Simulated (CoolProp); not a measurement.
The numbers come from the reference Helmholtz-energy equation of state, Lemmon 2006 in CoolProp. It is a short technical equation, of lower accuracy than the large ones.

Problem. For acetone, give the phase and the cp (kJ/(kg K)), Joule-Thomson coefficient (K/MPa) at 252.8 K and 64.2 bar.

Solution. 
- 252.8 K and 64.2 bar: liquid; cp 2.05, Joule-Thomson coefficient -0.401
